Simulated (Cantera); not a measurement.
What does this Cantera script print?

```python
import numpy as np
import cantera as ct

gas = ct.Solution("gri30.yaml")
gas.TPX = 950, 500000, {'C3H8': 1, 'O2': 9.26, 'N2': 34.8}
reactor = ct.IdealGasReactor(gas, energy="on", clone=False)
net = ct.ReactorNet([reactor])
net.rtol, net.atol = 1e-08, 1e-16
show = ['C3H8', 'O2', 'CH4', 'C2H4', 'C2H', 'H2O']
times = np.geomspace(5e-06, 4, 10)

steps = ct.SolutionArray(gas, extra=["t"])
rows = []
print(f"{'t/s':>10s}{'T/K':>9s}{'P/Pa':>11s}" + "".join(f"{s:>11s}" for s in show))
for t in times:
    while net.time < t:
        t_next = net.step()
        steps.append(gas.state, t=t_next)
    rows.append([np.interp(t, steps.t, y) for y in (steps.T, steps.P, *steps(*show).X.T)])
    print(f"{t:10.3e}{rows[-1][0]:9.1f}{rows[-1][1]:11.4g}" + "".join(f"{x:11.3e}" for x in rows[-1][2:]))
rate = np.gradient(steps.T, steps.t)
print("integrator steps:", len(steps.t))
if steps.T.max() > steps.T[0] + 200:
    print(f"time of steepest temperature rise: {steps.t[rate.argmax()]:.4e} s")
gas.TPX = 950, 500000, {'C3H8': 1, 'O2': 9.26, 'N2': 34.8}
gas.equilibrate("UV")
print(f"equilibrium (UV): T = {gas.T:.1f} K  " + "  ".join(f"{s} {gas[s].X[0]:.3e}" for s in show))
```

Output:

```
       t/s      T/K       P/Pa       C3H8         O2        CH4       C2H4        C2H        H2O
 5.000e-06    950.0      5e+05  2.219e-02  2.055e-01  6.176e-13  1.192e-10  3.814e-38  2.156e-13
 2.264e-05    950.0      5e+05  2.219e-02  2.055e-01  1.558e-11  6.832e-10  8.722e-36  5.150e-12
 1.025e-04    950.0      5e+05  2.219e-02  2.055e-01  3.446e-10  3.670e-09  2.746e-33  1.136e-10
 4.642e-04    950.0      5e+05  2.219e-02  2.055e-01  7.687e-09  2.662e-08  1.819e-30  2.646e-09
 2.102e-03    950.0      5e+05  2.219e-02  2.055e-01  1.978e-07  3.738e-07  3.860e-27  7.625e-08
 9.516e-03    950.0      5e+05  2.219e-02  2.055e-01  3.745e-06  6.067e-06  3.838e-24  1.637e-06
 4.309e-02    950.0      5e+05  2.214e-02  2.055e-01  2.835e-05  4.667e-05  3.532e-22  1.433e-05
 1.951e-01    950.5  5.005e+05  2.176e-02  2.053e-01  2.198e-04  4.212e-04  1.114e-19  1.728e-04
 8.834e-01   2381.5  1.284e+06  2.185e-52  8.594e-02  1.666e-19  1.166e-29  4.835e-26  8.446e-02
 4.000e+00   2381.5  1.284e+06  2.185e-52  8.594e-02  1.666e-19  1.166e-29  4.835e-26  8.446e-02
integrator steps: 2792
time of steepest temperature rise: 3.4526e-01 s
equilibrium (UV): T = 2381.5 K  C3H8 4.025e-52  O2 8.594e-02  CH4 2.489e-19  C2H4 1.494e-29  C2H 5.440e-26  H2O 8.446e-02
```

Cantera simulation using GRI-Mech 3.0 (53 species, 325 reactions); the numbers are that mechanism's predictions, not measurements. GRI-Mech 3.0 was tuned for natural gas; its chemistry of propane as a main component is partial and can be far from experiment. Below about 1000 K GRI-Mech 3.0 lacks low-temperature oxidation paths.
